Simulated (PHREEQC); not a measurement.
**Nickel, zinc or cadmium bath: an equilibrium model**

Consider water at 25 °C with 1.9 mmol/kgw CdSO4, 6.9 mmol/kgw Na2SO4 and 0.62 mmol/kgw MnSO4. Closed to the air; pH follows from the charge balance.

Equilibrium calculation in PHREEQC: ion-association model, wateq4f.dat.

Precipitation was switched off in this run.

Task: What pH, ionic strength does the model give?

Result: pH 6.67; ionic strength 0.0262 mol/kgw.

Task: In which forms is Mn present?

Result: Mn+2 70 %, MnSO4 30 % of the Mn.
